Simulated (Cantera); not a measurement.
Mixture: 45.5 % H2, 11.4 % O2, 42.7 % N2, 0.455 % NO, at 750 Torr, adiabatic and at constant pressure. Ignition delay is the time to a rise of 400 K.

Model: GRI-Mech 3.0 (53 species, 325 reactions), integrated in Cantera. The mechanism lacks 2 NO + O2 → 2 NO2 and HONO, so NO2 and the effect of NO are under-described below about 1400 K. Where the delays flatten at high temperature, the 400 K rule measures the pace of heat release, not the induction time.

**Question.** Predict: delay at 1250 K; delay at 1325 K; delay at 1400 K; delay at 1475 K; delay at 1550 K; delay at 1625 K.

**Answer.** 
```json
{
 "delay at 1250 K": "40.3 µs",
 "delay at 1325 K": "29.9 µs",
 "delay at 1400 K": "23.8 µs",
 "delay at 1475 K": "20.0 µs",
 "delay at 1550 K": "17.9 µs",
 "delay at 1625 K": "16.7 µs"
}
```
